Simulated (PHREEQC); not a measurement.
# Alkaline etch or developer: an equilibrium model

Solution (25 °C): 0.073 mol/kgw NH3 and 5.2e-05 mol/kgw K2CO3. Closed to the air; pH follows from the charge balance.

Computed with PHREEQC (ion-association model, wateq4f.dat).

This is a speciation only: nothing precipitates in the calculation.

What pH does the model give?

pH 11.05.

In which forms is C present?

CO3-2 86 %, HCO3- 14 % of the C.

Species that the database lacks are ignored.
